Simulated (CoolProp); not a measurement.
Vapour-liquid equilibrium of C2F6 (R116) (1) + propane (2) at -34.85 °C; x and y are mole fractions of (1).

Computed with CoolProp (multi-fluid Helmholtz-energy mixture model, Lemmon 2006 and Lemmon 2009; pair parameters Bell 2016).

| x | bubble pressure, mixture model (bar) | bubble pressure, Raoult's law (bar) | y, mixture model | y, Raoult's law |
|---|---|---|---|---|
| 0.05 | 2.887 | 1.636 | 0.522 | 0.198 |
| 0.15 | 4.519 | 2.145 | 0.701 | 0.453 |
| 0.25 | 5.173 | 2.655 | 0.745 | 0.610 |
| 0.35 | 5.446 | 3.165 | 0.763 | 0.716 |
| 0.45 | ___ | 3.674 | ___ | 0.793 |
| 0.55 | 5.759 | 4.184 | 0.788 | 0.851 |
| 0.65 | 5.935 | 4.694 | 0.809 | 0.897 |
| 0.75 | 6.128 | 5.203 | 0.841 | 0.934 |
| 0.85 | ___ | 5.713 | 0.888 | 0.964 |
| 0.95 | 6.446 | 6.223 | 0.956 | 0.989 |

Problem. What belongs in the gaps?

Solution. 
- 0.45, bubble pressure, mixture model (bar): 5.606
- 0.45, y, mixture model: 0.774
- 0.85, bubble pressure, mixture model (bar): 6.313

The largest gap from Raoult's law is +110.7 % in bubble pressure, at x = 0.15. No azeotrope shows between x = 0.05 and 0.95.

Pair parameters are fitted to limited data, so mixtures are less certain than the pure fluids. With so large a gap from Raoult's law the liquid may split in two, which this calculation doesn't test in full.
